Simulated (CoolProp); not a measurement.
n-perfluorohexane along the isobar 2.44 MPa: Z from the reference equation and from simpler models built on Tc = 174.9 °C, pc = 1.742 MPa, ω = 0.497; each cubic takes its own stable root.

Model: reference Helmholtz-energy equation of state, Gao 2022, in CoolProp.

```json
[
 {"T (°C)": "45.45", "phase": "liquid", "reference": "0.1912", "van der Waals": "0.3328", "Redlich-Kwong": "0.2338", "Soave-Redlich-Kwong": "0.2191"},
 {"T (°C)": "58.55", "phase": "liquid", "reference": "0.1882", "van der Waals": "?", "Redlich-Kwong": "0.2310", "Soave-Redlich-Kwong": "0.2159"},
 {"T (°C)": "71.75", "phase": "liquid", "reference": "0.1858", "van der Waals": "0.3213", "Redlich-Kwong": "0.2291", "Soave-Redlich-Kwong": "0.2138"},
 {"T (°C)": "84.85", "phase": "liquid", "reference": "0.1841", "van der Waals": "0.3172", "Redlich-Kwong": "0.2283", "Soave-Redlich-Kwong": "?"},
 {"T (°C)": "98.05", "phase": "liquid", "reference": "0.1831", "van der Waals": "?", "Redlich-Kwong": "0.2286", "Soave-Redlich-Kwong": "0.2131"},
 {"T (°C)": "111.15", "phase": "liquid", "reference": "0.1831", "van der Waals": "0.3126", "Redlich-Kwong": "0.2303", "Soave-Redlich-Kwong": "?"},
 {"T (°C)": "124.25", "phase": "liquid", "reference": "?", "van der Waals": "?", "Redlich-Kwong": "0.2335", "Soave-Redlich-Kwong": "0.2186"},
 {"T (°C)": "137.45", "phase": "liquid", "reference": "0.1868", "van der Waals": "0.3139", "Redlich-Kwong": "0.2388", "Soave-Redlich-Kwong": "?"},
 {"T (°C)": "150.55", "phase": "liquid", "reference": "0.1916", "van der Waals": "0.3176", "Redlich-Kwong": "?", "Soave-Redlich-Kwong": "0.2350"},
 {"T (°C)": "163.75", "phase": "liquid", "reference": "0.2007", "van der Waals": "0.3244", "Redlich-Kwong": "0.2599", "Soave-Redlich-Kwong": "0.2520"},
 {"T (°C)": "176.85", "phase": "supercritical", "reference": "0.2192", "van der Waals": "0.3356", "Redlich-Kwong": "0.2808", "Soave-Redlich-Kwong": "0.2832"}
]
```

Task: Fill in the missing entries.

Result: 
- 58.55, van der Waals: 0.3265
- 84.85, Soave-Redlich-Kwong: 0.2129
- 98.05, van der Waals: 0.3143
- 111.15, Soave-Redlich-Kwong: 0.2149
- 124.25, reference: 0.1842
- 124.25, van der Waals: 0.3124
- 137.45, Soave-Redlich-Kwong: 0.2248
- 150.55, Redlich-Kwong: 0.2471
